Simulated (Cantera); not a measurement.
A closed system holds: 1 mol Si, 0.075 mol H2O, 2.9 mol H2, equilibrated at 0.200 Pa.

Cantera equilibrium calculation (NASA polynomials, part measured and part estimated; ideal gas, pure solids and liquids). Candidate condensed phases: H2O, Si, SiO2; 18 gas species. Kinetics and transport are ignored.

log p: log10 of the partial pressure in bar; n: condensed amount in mol.

```csv
T (K),log p H2,log p H,log p Si,log p SiO,log p Si2,log p SiH,n Si(s)
1550,-5.73,-7.37,-7.48,-7.32,-10.22,-9.92,0.872
1600,-5.75,[?],[?],-7.34,[?],[?],[?]
1650,-5.80,-6.94,-6.57,-7.39,-9.04,-9.21,0.431
1700,-5.87,[?],-6.35,-7.44,[?],[?],0
1750,-5.90,-6.58,-6.36,-7.45,-9.19,-9.19,0
1800,-5.94,-6.41,-6.38,-7.47,-9.48,-9.29,0
1850,-5.99,-6.26,-6.40,-7.49,-9.76,-9.40,0
```

Problem. Some entries are withheld; supply them.

Solution. 
- 1600, log p H: -7.14
- 1600, log p Si: -7.01
- 1600, log p Si2: -9.61
- 1600, log p SiH: -9.55
- 1600, n Si(s): 0.764
- 1700, log p H: -6.77
- 1700, log p Si2: -8.90
- 1700, log p SiH: -9.10
